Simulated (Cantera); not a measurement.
A perfectly stirred reactor is fed with 7.65 % CH4, 91.9 % CO2, 0.490 % H2, at 82.5 Torr; it is held at 1925 K, and followed from long to short residence time.

Detailed kinetics in Cantera: GRI-Mech 3.0 (53 species, 325 reactions).

x: mole fraction; the columns are a selection and need not sum to one.

```csv
τ (s),x CH4,x CO2,x H2,x C2H2,x CH2O
11,8.63e-5,0.606,0.0123,3.06e-6,?
2.3,0.000459,0.608,0.0123,8.27e-5,?
0.50,0.00179,0.619,0.0122,0.00122,?
0.11,0.00550,0.663,0.0118,0.00782,?
0.023,0.0155,0.747,0.0146,0.0160,?
0.0050,0.0360,0.836,0.0220,0.0128,?
0.0011,0.0610,0.899,0.0154,0.00331,?
```

### Question
Complete the blanks.

### Answer

- 11, x CH2O: 1.73e-6
- 2.3, x CH2O: 8.58e-6
- 0.50, x CH2O: 3.38e-5
- 0.11, x CH2O: 0.000102
- 0.023, x CH2O: 0.000193
- 0.0050, x CH2O: 0.000229
- 0.0011, x CH2O: 0.000196
